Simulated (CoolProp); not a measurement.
A simple Rankine cycle with R245fa: condensing at 300.15 K, boiler at 2.35 MPa, turbine inlet 408.1 K, turbine efficiency 0.75, pump efficiency 0.8, no recuperator. Each further row changes one setting.

Values from CoolProp's reference Helmholtz-energy equation of state, Akasaka 2015.

| case | thermal efficiency (%) | net work (kJ/kg) | heat in (kJ/kg) | turbine exit temperature (K) | volume ratio over the turbine |
|---|---|---|---|---|---|
| as stated | 13.9 | [?] | 259 | [?] | 18.2 |
| turbine inlet 428.1 K | 14.0 | [?] | 289 | 361.9 | [?] |
| condensing temperature 292.15 K | 14.9 | 40.3 | [?] | 330.5 | 24.4 |
| boiler pressure 1.65 MPa | 12.7 | [?] | 275 | 353.5 | 11.1 |
| turbine efficiency 0.65 | 11.9 | 31.0 | 259 | [?] | 18.6 |

Q: What belongs in the gaps?

A: 
- as stated, net work (kJ/kg): 36.1
- as stated, turbine exit temperature (K): 335.9
- turbine inlet 428.1 K, net work (kJ/kg): 40.5
- turbine inlet 428.1 K, volume ratio over the turbine: 16.5
- condensing temperature 292.15 K, heat in (kJ/kg): 270
- boiler pressure 1.65 MPa, net work (kJ/kg): 34.9
- turbine efficiency 0.65, turbine exit temperature (K): 341.1
